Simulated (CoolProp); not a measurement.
Vapour-liquid equilibrium of n-hexane (1) + n-decane (2) at 297.5 K; x and y are mole fractions of (1).

Values from CoolProp's multi-fluid Helmholtz-energy mixture model, Thol 2019 and Lemmon 2006; pair parameters Kunz 2012.

Give the bubble pressure and the first vapour's composition at x = 0.35, 0.45, 0.65. Is there an azeotrope?

x = 0.35: 0.006791 MPa, y = 0.983; x = 0.45: 0.008742 MPa, y = 0.989; x = 0.65: 0.01269 MPa, y = 0.995. No azeotrope shows between x = 0.05 and 0.95.

Pair parameters are fitted to limited data, so mixtures are less certain than the pure fluids.
